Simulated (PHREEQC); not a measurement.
Solution A (0.037 mol H3AsO4, 0.18 mol NaOH and 0.25 mol NaCl per kg of water) is mixed with solution B (0.0081 mol/kgw H2SO4, 0.00019 mol/kgw CuSO4 and 0.00019 mol/kgw Na2SO4) at 91 °C; shares are by mass of water, 1 kg in all. O2 is buffered at 0.21 atm. No CO2 enters from the air. The run lets Cu(OH)2, Brochantite, Antlerite, Atacamite, Cu3(AsO4)2:6w, Halite, Mirabilite, Chalcanthite precipitate or redissolve, and no other solid.

The numbers come from PHREEQC with the ion-association model, wateq4f.dat.

| share of solution B | pH | Cu(OH)2 (mol) | AsO4-3 (mol/kgw) | Cu+2 (mol/kgw) | SO4-2 (mol/kgw) | HSO4- (mol/kgw) | CuCl+ (mol/kgw) |
|---|---|---|---|---|---|---|---|
| 0 | 11.06 | 0 | 0.0315 | 0 | 0 | 0 | 0 |
| 0.1 | 11.01 | 1.89e-5 | 0.0280 | 0 | 0.000574 | 8.26e-13 | 0 |
| 0.2 | 10.96 | 3.79e-5 | 0.0244 | 0 | [?] | 1.99e-12 | 0 |
| 0.3 | 10.90 | [?] | [?] | 0 | 0.00181 | 3.70e-12 | 0 |
| 0.4 | 10.82 | 7.59e-5 | 0.0171 | 0 | 0.00247 | 6.35e-12 | 0 |
| 0.5 | 10.73 | 9.49e-5 | 0.0134 | 0 | 0.00318 | 1.07e-11 | 0 |
| 0.6 | [?] | 0.000114 | 0.00959 | 0 | [?] | 1.90e-11 | 0 |
| 0.7 | 10.42 | [?] | 0.00578 | 1.98e-14 | 0.00476 | 3.85e-11 | 1.72e-14 |
| 0.8 | 10.05 | 0.000152 | 0.00209 | 9.54e-14 | 0.00569 | 1.21e-10 | 6.31e-14 |
| 0.9 | 4.15 | 0 | 3.21e-12 | 9.65e-5 | 0.00664 | 0.000135 | 3.97e-5 |
| 1 | 2.06 | 0 | 0 | 0.000156 | 0.00198 | 0.00646 | 0 |

Task: Some entries are withheld; supply them.

Result: 
- 0.2, SO4-2 (mol/kgw): 0.00118
- 0.3, Cu(OH)2 (mol): 5.69e-5
- 0.3, AsO4-3 (mol/kgw): 0.0208
- 0.6, pH: 10.60
- 0.6, SO4-2 (mol/kgw): 0.00394
- 0.7, Cu(OH)2 (mol): 0.000133

At this temperature some constants are extrapolated from 25 °C, and those without enthalpy data are left unchanged. The database has no arsenate complexes of Cu. The database's constant for dissolved Cu(OH)2 is higher than later reviews accept.
